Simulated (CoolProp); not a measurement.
Methane at 293.15 K and 3.01 MPa is compressed adiabatically to 14.6 MPa with isentropic efficiency 0.6. Each further row changes one setting.

Computed with CoolProp (reference Helmholtz-energy equation of state, Setzmann 1991).

```json
[
 {"case": "as stated", "work (kJ/kg)": "?", "final temperature (K)": "485.4", "final density (kg/m³)": "57.3"},
 {"case": "efficiency 1", "work (kJ/kg)": "279", "final temperature (K)": "?", "final density (kg/m³)": "67.5"},
 {"case": "efficiency 0.65", "work (kJ/kg)": "429", "final temperature (K)": "473.7", "final density (kg/m³)": "?"}
]
```

Task: Complete the blanks.

Result: 
- as stated, work (kJ/kg): 465
- efficiency 1, final temperature (K): 423.8
- efficiency 0.65, final density (kg/m³): 59.0
